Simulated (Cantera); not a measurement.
A freely propagating, adiabatic, planar premixed flame of CO : H₂ : CH₄ : O₂ : N₂ = 1 : 0.034 : 0.35 : 1.38 : 6.78 (molar parts), equivalence ratio 0.88, unburnt at 450 K and 1.01 bar; mixture-averaged transport, grid criteria slope 0.08 and curve 0.16, no radiation.

Model: GRI-Mech 3.0 (53 species, 325 reactions), integrated in Cantera. Burning velocities carry a grid error of a few per cent, more on coarse grids.

Q: Predict: laminar burning velocity; thermal thickness; peak x(C₂H₄); peak x(H₂O₂); peak x(OH).

A: 
```json
{
 "laminar_burning_velocity": "60.6 cm/s",
 "thermal_thickness": "0.519 mm",
 "peak x(C₂H₄)": "2.16e-5",
 "peak x(H₂O₂)": "2.91e-5",
 "peak x(OH)": "0.00486"
}
```
